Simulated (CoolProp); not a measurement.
R1336mzz(E) along the isotherm 136.85 °C: Z from the reference equation and from simpler models built on Tc = 130.4 °C, pc = 2779 kPa, ω = 0.413; each cubic takes its own stable root.

The numbers come from the reference Helmholtz-energy equation of state, Akasaka 2023 in CoolProp.

```
p (kPa)          phase  reference  Redlich-Kwong  Peng-Robinson
-------  -------------  ---------  -------------  -------------
356                gas     0.9553         0.9572         0.9530
713                gas        [?]         0.9117         0.9035
1070               gas     0.8576         0.8630         0.8512
1430               gas     0.8027         0.8096         0.7947
1780               gas     0.7441            [?]         0.7348
2140               gas     0.6758         0.6843         0.6658
2490               gas     0.5957         0.6036         0.5865
2850     supercritical     0.4803         0.4812         0.4770
3210     supercritical     0.2649         0.2957         0.3024
3560     supercritical     0.2319         0.2864         0.2734
3920     supercritical     0.2377         0.2938         0.2754
4280     supercritical     0.2487         0.3056         0.2838
4630     supercritical     0.2612         0.3188         0.2945
4990     supercritical     0.2749         0.3333         0.3067
5340     supercritical     0.2886         0.3479         0.3192
5700     supercritical     0.3029            [?]         0.3325
```

Problem. Complete the blanks.

Solution. 
- 713, reference: 0.9080
- 1780, Redlich-Kwong: 0.7521
- 5700, Redlich-Kwong: 0.3631
